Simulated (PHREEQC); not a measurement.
A solution holds 0.0044 mol CdCl2, 0.71 mol KCl and 0.0015 mol HCl per kg of water, at 20 °C. Closed to the air; pH follows from the charge balance.

Model: ion-association model, wateq4f.dat, run in PHREEQC.

```json
[
 {"quantity": "pH", "before": "2.95", "after": "2.93"},
 {"quantity": "CdCl2 (mol/kgw)", "before": "0.00190", "after": "0.00153"},
 {"quantity": "CdCl3- (mol/kgw)", "before": "0.000770", "after": "0.000318"},
 {"quantity": "Cd+2 (mol/kgw)", "before": "9.24e-5", "after": "0.000259"},
 {"quantity": "SI of CdOHCl (CdOHCl)", "before": "-5.56", "after": "-5.43"}
]
```

Q: What was changed between the two runs?
A) KCl from 0.71 to 0.639 mol/kgw
B) temperature from 20 to 5 °C
C) CdCl2 from 0.0044 to 0.00396 mol/kgw
D) KCl from 0.71 to 0.355 mol/kgw

A: D, KCl from 0.71 to 0.355 mol/kgw

No solid was allowed to form. The ionic strength passes 0.7 mol/kgw, the rough limit of the ion-association models, in before.
